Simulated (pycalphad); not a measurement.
Source of the numbers: pycalphad with the COST 507 light-alloy database (1999); pressure 1 atm. The data set is of 1999 and partly superseded. Kinetics are ignored, which matters at the lower temperatures.

# Cu-40.3Si (at.%): equilibrium cooling sequence

```json
[
 {"T (°C)": "965.4", "phases above": "liquid", "phases below": "diamond (Si) + liquid"},
 {"T (°C)": "800.5", "phases above": "diamond (Si) + liquid", "phases below": "CU19SI6_ETA + diamond (Si)"}
]
```

Changes were sought between steps of 40 K, so a narrower field can be missed.

Database names, with the compositions (at.%) that they take in these runs: CU19SI6_ETA: Cu 76 Si 24.
